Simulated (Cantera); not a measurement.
Mixture: 16.9 % H2, 13.9 % O2, 52.2 % N2, 16.9 % H2O, equivalence ratio 0.61, at 760 Torr, adiabatic and at constant volume. Ignition delay is the time to a rise of 400 K.

Model: the H2/O2 subset of GRI-Mech 3.0, which has no nitrogen chemistry, integrated in Cantera.

Task: At T0 = 1175 K, what is the delay, and which 7 reactions control it most (d ln τ / d ln k, from doubling and halving each rate constant)?

Result: The delay is 82.3 µs.
```csv
reaction,d ln τ / d ln k,faster rate
H + O2 <=> O + OH,-1.26,shortens it
H + O2 + H2O <=> HO2 + H2O,0.44,lengthens it
H2 + O <=> H + OH,-0.21,shortens it
H2 + OH <=> H + H2O,-0.09,shortens it
H + O2 + N2 <=> HO2 + N2,0.09,lengthens it
H + HO2 <=> 2 OH,-0.06,shortens it
H + O2 + M <=> HO2 + M,0.05,lengthens it
```
